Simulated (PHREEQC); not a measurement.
1 kg of water meets 20 L of dry gas (CO2 0.24, CH4 0.18, H2S 0.58 by moles) at fixed total pressure, at 80 °C; fugacities by Peng-Robinson. The gases take part in no redox reaction, some water evaporates into the gas, and hydrates or a liquid gas phase aren't modelled. Nothing may precipitate in this run.

The numbers come from PHREEQC with the ion-association model, phreeqc.dat.

```
P (atm)  dissolved CO2 (all carbonate carbon) (mol/kgw)  φ of CO2  p of CO2 (atm)  dissolved CH4 (mol/kgw)
-------  ----------------------------------------------  --------  --------------  -----------------------
1                                               0.00164     0.998           0.129                  9.45e-5
2                                               0.00469         …           0.373                 0.000273
3                                               0.00772         …           0.616                 0.000451
5                                                0.0137         …            1.10                 0.000806
7.5                                              0.0210         …            1.71                  0.00124
10                                               0.0282         …            2.32                  0.00168
15                                               0.0421     0.952            3.53                  0.00254
```

**Question.** Fill in the missing entries.

**Answer.** 
- 2, φ of CO2: 0.994
- 3, φ of CO2: 0.991
- 5, φ of CO2: 0.984
- 7.5, φ of CO2: 0.976
- 10, φ of CO2: 0.968

Species that the database lacks are ignored. Away from 25 °C the constants follow the database's enthalpies or fits; those with neither stay at their 25 °C values.
